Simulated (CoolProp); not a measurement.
Vapour-liquid equilibrium of benzene (1) + o-xylene (2) at 481 K; x and y are mole fractions of (1).

Computed with CoolProp (multi-fluid Helmholtz-energy mixture model, Thol 2012 and Zhou 2012; pair parameters Bell 2016).

Task: Give the bubble pressure and the first vapour's composition at x = 0.05, 0.25, 0.85. Is there an azeotrope?

Result: x = 0.05: 0.4677 MPa, y = 0.130; x = 0.25: 0.6957 MPa, y = 0.516; x = 0.85: 1.444 MPa, y = 0.936. No azeotrope shows between x = 0.05 and 0.95.

The pair parameters rest on a limited set of measurements; away from them the model extrapolates.
